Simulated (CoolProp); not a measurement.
c-C4F8 (RC318) at 492.33 K and 10.3 MPa flows at 0.74 m/s in a round tube of 1 mm bore and 15 µm roughness, fully developed (64/Re and Nu = 3.66 if laminar; Colebrook and Gnielinski if turbulent). Each further row changes one setting.

Computed with CoolProp (reference Helmholtz-energy equation of state, Platzer 1990). This equation is an older, rougher fit; its heat capacities, sound speeds and derivatives of the liquid may be far off and weren't checked against measurements.

```
case               Reynolds number  Darcy friction factor  pressure drop (Pa/m)  heat-transfer coefficient (W/(m² K))  mass flow (kg/h)
-----------------  ---------------  ---------------------  --------------------  ------------------------------------  ----------------
as stated                     9670                 0.0481                   [?]                                   [?]               [?]
velocity 1.48 m/s            19300                 0.0460                 36100                                  5130              3.00
diameter 2 mm                19300                 0.0379                   [?]                                  2180               [?]
```

Fill in the missing entries.


- as stated, pressure drop (Pa/m): 9430
- as stated, heat-transfer coefficient (W/(m² K)): 2520
- as stated, mass flow (kg/h): 1.50
- diameter 2 mm, pressure drop (Pa/m): 3710
- diameter 2 mm, mass flow (kg/h): 6.00

Viscosity comes from a separate model (Huber 2003), an estimate that may be off by 10 % or more. Thermal conductivity comes from a separate model (Huber 2003), an estimate that may be off by 10 % or more.
